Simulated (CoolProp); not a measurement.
A simple Rankine cycle with isobutane: condensing at 310.15 K, boiler at 1.65 MPa, turbine inlet 365.4 K, turbine efficiency 0.65, pump efficiency 0.7, no recuperator. Each further row changes one setting.

Model: reference Helmholtz-energy equation of state, Bücker 2006, in CoolProp.

| case | thermal efficiency (%) | net work (kJ/kg) | heat in (kJ/kg) | turbine exit temperature (K) | volume ratio over the turbine |
|---|---|---|---|---|---|
| as stated | 7.4 | ? | 382 | 330.0 | ? |
| turbine inlet 385.4 K | 7.4 | 32.0 | 432 | 353.5 | ? |
| condensing temperature 302.15 K | ? | 34.0 | 401 | ? | 4.82 |
| boiler pressure 1.15 MPa | 5.6 | ? | 403 | 343.9 | 2.46 |
| turbine efficiency 0.55 | 6.2 | 23.5 | 382 | ? | 3.89 |

Problem. Fill in the missing entries.

Solution. 
- as stated, net work (kJ/kg): 28.3
- as stated, volume ratio over the turbine: 3.85
- turbine inlet 385.4 K, volume ratio over the turbine: 3.67
- condensing temperature 302.15 K, thermal efficiency (%): 8.5
- condensing temperature 302.15 K, turbine exit temperature (K): 325.2
- boiler pressure 1.15 MPa, net work (kJ/kg): 22.4
- turbine efficiency 0.55, turbine exit temperature (K): 332.5
